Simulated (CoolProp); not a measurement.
R11 along the isobar 0.87 MPa: density (kg/m³) from the reference equation and from simpler models built on Tc = 471.1 K, pc = 4.408 MPa, ω = 0.189; each cubic takes its own stable root.

Model: reference Helmholtz-energy equation of state, Jacobsen 1992, in CoolProp.

| T (K) | phase | reference |
|---|---|---|
| 347.1 | liquid | 1354 |
| 368.9 | liquid | 1289 |
| 390.8 | gas | 42.69 |
| 412.6 | gas | 39.25 |
| 434.5 | gas | 36.48 |
| 456.3 | gas | 34.17 |
| 478.2 | gas | 32.19 |
| 500 | gas | 30.47 |

Task: How far does each simpler model (Redlich-Kwong, Peng-Robinson) lie from the reference over these 8 states: mean and median of the absolute difference, and the worst?

Result: 
- Redlich-Kwong: mean 13.5 %, median 0.5 %, worst -96.4 % at 368.9 K and 0.87 MPa
- Peng-Robinson: mean 2.0 %, median 0.9 %, worst +6.1 % at 347.1 K and 0.87 MPa

At some of these states Redlich-Kwong gives the other phase, because its saturation line lies elsewhere.
